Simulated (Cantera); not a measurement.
Feed: 1 mol PbO, 20 mol CO, 0.21 mol N2, held at 3380 Torr.

Equilibrium computed with Cantera from the NASA thermochemical tables; the gas is ideal and each condensed phase is pure. Candidate condensed phases: C, Pb, PbO, PbO2, Pb3O4; 27 gas species. Gases not in the tables: (PbO)n polymers. Equilibrium is a limit: real reactors are often held back by kinetics, nucleation or transport.

**Question.** Which condensed phases are stable at each of these points (T (°C)): 750, 850, 950, 1050, 1150, 1250, 1350, 1450, 1550, 1650, 1750?

**Answer.** 
```json
[
 {"T (°C)": "750", "condensed phases": "C(graphite) + Pb(l)", "Pb condensed (%)": "100.0"},
 {"T (°C)": "850", "condensed phases": "C(graphite) + Pb(l)", "Pb condensed (%)": "99.9"},
 {"T (°C)": "950", "condensed phases": "C(graphite) + Pb(l)", "Pb condensed (%)": "99.6"},
 {"T (°C)": "1050", "condensed phases": "Pb(l)", "Pb condensed (%)": "98.4"},
 {"T (°C)": "1150", "condensed phases": "Pb(l)", "Pb condensed (%)": "95.0"},
 {"T (°C)": "1250", "condensed phases": "Pb(l)", "Pb condensed (%)": "86.2"},
 {"T (°C)": "1350", "condensed phases": "Pb(l)", "Pb condensed (%)": "66.4"},
 {"T (°C)": "1450", "condensed phases": "Pb(l)", "Pb condensed (%)": "25.9"},
 {"T (°C)": "1550", "condensed phases": "gas only", "Pb condensed (%)": "0.0"},
 {"T (°C)": "1650", "condensed phases": "gas only", "Pb condensed (%)": "0.0"},
 {"T (°C)": "1750", "condensed phases": "gas only", "Pb condensed (%)": "0.0"}
]
```

From 750 °C to 950 °C the condensed part is C(graphite) + Pb(l). From 1050 °C to 1450 °C the condensed part is Pb(l). From 1550 °C to 1750 °C nothing is condensed.
